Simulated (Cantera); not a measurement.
Input: 1 mol SiH4, 0.72 mol C2H2, 4.4 mol H2, equilibrated at 2.40 mbar.

Method: chemical equilibrium by Gibbs-energy minimisation in Cantera with the NASA 1993 tables (ideal gas, pure condensed phases). Candidate condensed phases: C, C6H6, C7H8, C8H18, Si, SiC; 87 gas species. Gases not in the tables: Si2H6 and higher silanes. The numbers say what is thermodynamically allowed, not how fast it happens. All values below are at 2350 K.

Base state: H2 0.682, H 0.210, Si 0.0828, SiC2 0.0135, Si2C 0.00657, C2H2 (acetylene) 0.00376, SiH 0.00113, Si2 0.000241 (mole fractions); condensed: C(graphite).

What changes in the equilibrium state with this change: pressure from 2.40 mbar to 17.0 mbar?


| species | before | after |
|---|---|---|
| H2 | 0.682 | 0.887 |
| H | 0.210 | 0.0901 |
| Si | 0.0828 | 0.0139 |
| SiC2 | 0.0135 | 0.00227 |
| C3 | 1.72e-5 | 2.43e-6 |
| SiC | 1.68e-5 | 2.83e-6 |
| Si2C | 0.00657 | 0.00132 |
| Si2 | 0.000241 | 4.82e-5 |
| C(graphite), mol | 1.07 | 0.469 |
| SiC(s), mol | 0 | 0.851 |
